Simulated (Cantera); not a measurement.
Charge: 1 mol Si3N4, 2.5 mol CO2, 1.6 mol H2, held at 1425 K.

Cantera equilibrium calculation (NASA polynomials, part measured and part estimated; ideal gas, pure solids and liquids). Candidate condensed phases: C, C6H6, C7H8, C8H18, H2O, Si, SiC, SiO2, Si2N2O, Si3N4; 151 gas species. Mutual solubility and eutectic melting of coexisting phases are not modelled. The tables hold silica as quartz up to 1696 K and as liquid above; real silica turns to tridymite and cristobalite and melts near 1996 K. Rates play no part.

x: gas mole fraction; n: condensed amount in mol.

```csv
P (Pa),x CO,x N2,x H2,x SiO,n SiC(s),n Si2N2O(s),n SiO2(β-quartz),n C(graphite)
0.100,0.261,0.232,0.184,0.319,0.249,0,0,0
1.50,[?],[?],[?],[?],0,[?],0,0
22,0.482,0.173,0.309,[?],0,1.10,[?],0
320,0.506,0.169,0.324,0.00103,0,1.17,0.665,0
4600,0.507,0.169,0.324,2.93e-5,0,1.17,0.667,0
68000,0.200,0.376,0.423,6.20e-7,0,0.585,1.83,1.74
1000000,0.0364,0.490,0.465,1.57e-8,0,0.374,2.25,2.35
```

Problem. What belongs in the gaps?

Solution. 
- 22, x SiO: 0.0361
- 22, n SiO2(β-quartz): 0.604
- 1.50, x CO: 0.329
- 1.50, x N2: 0.197
- 1.50, x H2: 0.210
- 1.50, x SiO: 0.263
- 1.50, n Si2N2O(s): 0.500
